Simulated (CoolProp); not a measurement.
The numbers come from the reference Helmholtz-energy equation of state, Span 1996 in CoolProp.

Problem. For carbon dioxide, give the phase and the cp (kJ/(kg K)), Prandtl number at 229.1 K and 0.0176 MPa; 229.1 K and 2.45 MPa.

Solution. 
- 229.1 K and 0.0176 MPa: gas; cp 0.771, Prandtl number 0.774
- 229.1 K and 2.45 MPa: liquid; cp 1.98, Prandtl number 2.53

Viscosity comes from a separate model (Laesecke 2017). Thermal conductivity comes from a separate model (Huber 2016).
